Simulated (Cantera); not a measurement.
Charge: 1 mol SiHCl3, 66 mol H2, at 2100 K and 0.00140 bar.

These are equilibrium values from Cantera (NASA tables, ideal gas, pure condensed phases), not measurements of a reactor. The tables' values for SiCl are old estimates; treat these amounts as uncertain. Gases not in the tables: Si2H6 and higher silanes. The numbers say what is thermodynamically allowed, not how fast it happens.

| species | before | after |
|---|---|---|
| H2 | 0.868 | 0.960 |
| HCl | 0.0380 | 0.0360 |
| SiCl2 | 0.000476 | 0.00399 |
| H | 0.0776 | 0.000127 |
| Si | 0.0128 | 5.88e-7 |
| Si2 | 2.23e-5 | <1e-9 |
| SiH | 0.000242 | 1.08e-7 |
| Cl | 0.00250 | 3.94e-6 |
| SiCl | 0.000366 | 1.47e-6 |
| SiCl3 | 1.19e-7 | 2.73e-5 |
| SiH2 | 2.12e-5 | 3.62e-7 |
| Si(s), mol | 0 | 0.726 |
Gas species are given as mole fractions.

Question: Name the change that produced these shifts.
(A) 1.4 mol Cl2 added
(B) pressure from 0.00140 bar to 0.133 bar
(C) temperature from 2100 K to 1400 K
(D) temperature from 2100 K to 2575 K

Answer: C, temperature from 2100 K to 1400 K. The tables' values for SiCl3 are old estimates; treat these amounts as uncertain
